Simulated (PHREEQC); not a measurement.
Make-up at 59 °C: 0.19 mol/kgw HF, 0.081 mol/kgw (CH3)4NF and 0.036 mol/kgw H2SiF6. Closed to the air; pH follows from the charge balance.

Model: ion-association model, phreeqc.dat, run in PHREEQC.

```
quantity                  before   after
------------------------  ------  ------
pH                          1.97    2.84
ionic strength (mol/kgw)   0.130  0.0828
HF (mol/kgw)               0.237   0.155
HF2- (mol/kgw)            0.0114  0.0335
F- (mol/kgw)              0.0109  0.0493
```

Q: What was changed between the two runs?
A. H2SiF6 from 0.036 to 0.018 mol/kgw
B. (CH3)4NF left out
C. HF replaced by NH4HF2 at the same molality
D. H2SiF6 from 0.036 to 0.0396 mol/kgw
E. H2SiF6 left out

A: E, H2SiF6 left out

No solid was allowed to form. (CH3)4N+ isn't in the database: it is added as a free cation with an ion size of 4 Å. Away from 25 °C the constants follow the database's enthalpies or fits; those with neither stay at their 25 °C values. SiF6-2 is the database's only silicon fluoride.
